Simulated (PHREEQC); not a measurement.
A made-up water analysis in mmol/kgw, 30 °C, pH 6.57, pe 12.8: Na 158; K 37.9; Ca 16.4; Mg 12; Cl 211; S(6) 23.7; Alkalinity (meq/kgw) 0.214; O(0) (counted as O atoms) 0.52; Si 0.09; Br 0.507.

Cl is adjusted to close the charge balance.
Valence states are taken as typed.

All values are PHREEQC results (ion-association model, phreeqc.dat), not measurements.

Precipitation was switched off in this run.

Predict the ionic strength, density.

ionic strength 0.276 mol/kgw; density 1.007 g/cm³.

In which forms is Mg present?

Mg+2 77 %, MgSO4 23 % of the Mg.

Species that the database lacks are ignored.
